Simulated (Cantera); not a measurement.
Charge: 1 mol Si, 1.3 mol Cl₂, 9.8 mol H₂, held at 1475 K and 330000 Pa.

These are equilibrium values from Cantera (NASA tables, ideal gas, pure condensed phases), not measurements of a reactor. Candidate condensed phases: Si; 19 gas species. The tables' values for SiCl₃ are old estimates; treat these amounts as uncertain. The numbers say what is thermodynamically allowed, not how fast it happens.

Base state: H₂ 0.866, HCl 0.0752, SiCl₂ 0.0206, SiHCl₃ 0.0141, SiCl₄ 0.0130, SiCl₃ 0.00886, SiH₂Cl₂ 0.00242, SiH₃Cl 0.000121 (mole fractions); condensed: Si(s).

**Question.** What changes in the equilibrium state with this change: temperature from 1475 K to 850 K?

**Answer.** 
```tsv
species	before	after
H₂	0.866	0.925
SiHCl₃	0.0141	0.0356
SiCl₄	0.0130	0.0341
HCl	0.0752	0.00147
SiCl₂	0.0206	2.77e-6
SiCl₃	0.00886	3.65e-5
SiH₃Cl	0.000121	7.16e-5
SiH₂Cl₂	0.00242	0.00328
Si(s), mol	0.366	0.244
```

**Question.** What changes in the equilibrium state with this change: Cl₂ from 1.3 to 0.67 mol?

**Answer.** 
| species | before | after |
|---|---|---|
| H₂ | 0.866 | 0.915 |
| HCl | 0.0752 | 0.0579 |
| SiCl₂ | 0.0206 | 0.0115 |
| SiCl₄ | 0.0130 | 0.00408 |
| SiHCl₃ | 0.0141 | 0.00611 |
| SiCl₃ | 0.00886 | 0.00372 |
| SiH₂Cl₂ | 0.00242 | 0.00143 |
| SiH₃Cl | 0.000121 | 9.83e-5 |
| Si(s), mol | 0.366 | 0.721 |
